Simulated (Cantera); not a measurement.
# Fe2O3 + H2S + O2 (roasting and sulfation)

Charge: 1 mol Fe2O3, 2.7 mol H2S, 0.053 mol O2, equilibrated at 575 °C.

These are equilibrium values from Cantera (NASA tables, ideal gas, pure condensed phases), not measurements of a reactor. Candidate condensed phases: Fe, FeO, Fe(OH)2, Fe(OH)3, FeS, FeSO4, FeS2, Fe2O3, Fe2(SO4)3, Fe3O4, H2O, H2SO4, S; 22 gas species. FeS: taken at fixed stoichiometry. Gases not in the tables: S3 to S7. Equilibrium is a limit: real reactors are often held back by kinetics, nucleation or transport.

```tsv
P (Pa)	x H2O	x SO2	x H2S	x S2	x H2	n FeS(s)	n FeS2(s)	n Fe3O4(s)
1000	0.813	0.0919	0.0513	0.0403	0.00273	2.00	0	0
3500	0.813	0.0950	0.0575	0.0316	0.00185	1.97	0.0291	0
13000	0.871	0.0853	0.0337	0.00849	0.00108	1.71	0.293	0
45000	0.898	0.0790	0.0194	0.00245	0.000624	1.60	0.395	0
160000	0.946	0.0369	0.0159	0.000690	0.000509	1.09	0.731	0.0611
560000	0.972	0.0106	0.0163	0.000197	0.000524	0.783	0.921	0.0986
2000000	0.980	0.00296	0.0164	5.52e-5	0.000528	0.699	0.974	0.109
```
x: gas mole fraction; n: condensed amount in mol.

At 0.0100 bar the condensed part is FeS(s). From 0.0350 bar to 0.450 bar the condensed part is FeS(s) + FeS2(s). From 1.60 bar to 20.0 bar the condensed part is FeS(s) + FeS2(s) + Fe3O4(s).
